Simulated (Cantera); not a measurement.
A diamond (100) surface in a fixed gas of H2 with x(CH4) = 0.0022, x(H) = 0.00029, x(CH3) = 4.2e-05, 97.5 Torr; coverages are run to steady state.

Detailed kinetics in Cantera: the Harris–Goodwin 1993 mechanism for the reconstructed diamond (100) surface.

θ: site fractions in the mechanism's names (c6HH fully hydrogenated, c6H* and c6*H radical sites, c6** diradical, c6HM methylated).

```tsv
T (K)	growth (µm/h)	θ c6HH	θ c6H*	θ c6*H	θ c6**	θ c6HM
900	1.41	0.609	0.00906	0.254	0.00334	0.101
950	1.78	0.586	0.0125	0.297	0.00493	0.0767
1000	___	0.567	___	___	___	___
1050	1.63	0.552	0.0210	0.376	0.00876	0.0291
1100	1.05	0.538	0.0256	0.406	0.0106	0.0122
1150	0.601	0.526	0.0300	0.425	0.0119	0.00427
1200	___	0.517	___	0.433	0.0127	___
1250	0.278	0.515	0.0372	0.433	0.0130	0.000465
1300	0.223	0.519	0.0400	0.427	0.0129	0.000158
1350	0.161	0.529	0.0422	0.416	0.0125	5.53e-5
1400	0.0923	0.543	0.0438	0.401	0.0119	2.03e-5
```

Task: What belongs in the gaps?

Result: 
- 1000, growth (µm/h): 1.93
- 1000, θ c6H*: 0.0165
- 1000, θ c6*H: 0.338
- 1000, θ c6**: 0.00679
- 1000, θ c6HM: 0.0526
- 1200, growth (µm/h): 0.375
- 1200, θ c6H*: 0.0338
- 1200, θ c6HM: 0.00140
